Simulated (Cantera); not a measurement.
Transport properties of process gases

Gas mixture: CH3OH : NH3 : C3H8 : C2H4 = 0.23 : 0.93 : 0.19 : 0.7 (molar parts), at 0.000247 atm, frozen composition.

Cantera's kinetic-theory transport with the Lennard-Jones parameters of GRI-Mech 3.0, ideal gas; thermal conductivity in the multicomponent form. Polar gases are described roughly by these parameters.

```tsv
T (K)	ρ (kg/m³)	cp (J/kg/K)	μ (µPa s)	λ (mW/m/K)	Pr	D (cm²/s) O	D (cm²/s) NH3	D (cm²/s) H
400	0.000188	2001	13.3	36.6	0.725	1890	1050	6820
500	0.000150	2298	16.4	51.6	0.732	2820	1620	10300
600	0.000125	2572	19.4	67.8	0.737	3890	2300	14300
700	0.000107	2810	22.3	84.5	0.741	5080	3070	18900
800	9.39e-5	3010	25.0	101	0.744	6390	3940	23900
900	8.35e-5	3185	27.5	118	0.746	7820	4880	29300
1000	7.51e-5	3362	30.0	135	0.747	9350	5900	35100
```
D: mixture-averaged diffusion coefficient of that species in the mixture.
